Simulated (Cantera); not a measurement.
An adiabatic, constant-volume homogeneous reactor starts with C₃H₈ : O₂ : N₂ = 1 : 10.2 : 38.4 (molar parts), at 1798 K and 0.960 bar. Integrator tolerance rtol = 1e-08.

Cantera simulation using GRI-Mech 3.0 (53 species, 325 reactions); the numbers are that mechanism's predictions, not measurements. GRI-Mech 3.0 was tuned for natural gas; its chemistry of propane as a main component is partial and can be far from experiment.

| quantity | before | after |
|---|---|---|
| time of steepest temperature rise | 11.9 µs | 12.7 µs |
| temperature at 0.200 s | 2726 K | 2595 K |
| equilibrium temperature | 2726 K | 2595 K |
| x(C₃H₈) at 0.200 s | <1e-12 (gas-phase equilibrium <1e-12) | <1e-12 (gas-phase equilibrium <1e-12) |
| x(O₂) at 0.200 s | 0.0901 (gas-phase equilibrium 0.0901) | 0.0922 (gas-phase equilibrium 0.0922) |
| x(CO) at 0.200 s | 0.0134 (gas-phase equilibrium 0.0134) | 0.00982 (gas-phase equilibrium 0.00982) |
| x(NO₂) at 0.200 s | 1.21e-5 (gas-phase equilibrium 1.21e-5) | 9.11e-6 (gas-phase equilibrium 9.11e-6) |
| x(OH) at 0.200 s | 0.0163 (gas-phase equilibrium 0.0163) | 0.0131 (gas-phase equilibrium 0.0131) |
| x(O) at 0.200 s | 0.00989 (gas-phase equilibrium 0.00989) | 0.00708 (gas-phase equilibrium 0.00708) |
| x(H₂O₂) at 0.200 s | 2.65e-7 (gas-phase equilibrium 2.65e-7) | 1.74e-7 (gas-phase equilibrium 1.74e-7) |

**Question.** Which change was made?
(A) O2 10.2 to 5.1 parts
(B) N2 38.4 to 110 parts
(C) initial temperature 1798 to 1298 K
(D) constant pressure in place of constant volume

**Answer.** D, constant pressure in place of constant volume
